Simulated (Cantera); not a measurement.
Input: 1 mol C, 1 mol NH3, 0.39 mol H2, 0.39 mol O2, at 7.50 Torr.

Method: chemical equilibrium by Gibbs-energy minimisation in Cantera with the NASA 1993 tables (ideal gas, pure condensed phases). Candidate condensed phases: C, C6H6, C7H8, C8H18, H2O; 136 gas species. Rates play no part.

Task: Which condensed phases are stable at each of these points (T (K)): 1973, 2073, 2173, 2273, 2373, 2473, 2573, 2673, 2773, 2873, 2973?

Result: 
```json
[
 {"T (K)": "1973", "condensed phases": "C(graphite)", "C condensed (%)": "20.4"},
 {"T (K)": "2073", "condensed phases": "C(graphite)", "C condensed (%)": "19.6"},
 {"T (K)": "2173", "condensed phases": "C(graphite)", "C condensed (%)": "18.4"},
 {"T (K)": "2273", "condensed phases": "C(graphite)", "C condensed (%)": "16.8"},
 {"T (K)": "2373", "condensed phases": "C(graphite)", "C condensed (%)": "14.8"},
 {"T (K)": "2473", "condensed phases": "C(graphite)", "C condensed (%)": "12.4"},
 {"T (K)": "2573", "condensed phases": "C(graphite)", "C condensed (%)": "9.4"},
 {"T (K)": "2673", "condensed phases": "C(graphite)", "C condensed (%)": "5.6"},
 {"T (K)": "2773", "condensed phases": "gas only", "C condensed (%)": "0.0"},
 {"T (K)": "2873", "condensed phases": "gas only", "C condensed (%)": "0.0"},
 {"T (K)": "2973", "condensed phases": "gas only", "C condensed (%)": "0.0"}
]
```

From 1973 K to 2673 K the condensed part is C(graphite). From 2773 K to 2973 K nothing is condensed.
